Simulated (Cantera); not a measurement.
A perfectly stirred reactor is fed with 15.3 % H₂, 17.8 % O₂, 66.9 % N₂, equivalence ratio 0.43, at 0.340 bar; it is adiabatic with a 675 K inlet, and is followed from long to short residence time, starting on the burning branch (τ in s: 0.25, 0.099, 0.039, 0.015, 0.006, 0.0023, 0.00092, 0.00036, 0.00014, 5.6e-05).

Detailed kinetics in Cantera: GRI-Mech 3.0 (53 species, 325 reactions).

Predict: blow-out, bracketed by the residence times tried; x(H₂) at τ = 0.250 s; x(O₂) at τ = 0.250 s; x(N₂O) at τ = 0.250 s; x(H₂O₂) at τ = 0.250 s; x(HO₂) at τ = 0.250 s; x(H₂) at τ = 2.30 ms; x(O₂) at τ = 2.30 ms; x(N₂O) at τ = 2.30 ms; x(H₂O₂) at τ = 2.30 ms; x(HO₂) at τ = 2.30 ms.


```json
{
  "blow_out_bracketed_by_the_residence_times_tried": "burning at 0.140 ms, out at 56.0 µs",
  "x(H₂) at τ = 0.250 s": "0.000284",
  "x(O₂) at τ = 0.250 s": "0.109",
  "x(N₂O) at τ = 0.250 s": "2.40e-7",
  "x(H₂O₂) at τ = 0.250 s": "5.99e-8",
  "x(HO₂) at τ = 0.250 s": "1.27e-6",
  "x(H₂) at τ = 2.30 ms": "0.00494",
  "x(O₂) at τ = 2.30 ms": "0.107",
  "x(N₂O) at τ = 2.30 ms": "1.17e-7",
  "x(H₂O₂) at τ = 2.30 ms": "4.49e-7",
  "x(HO₂) at τ = 2.30 ms": "1.16e-5"
}
```
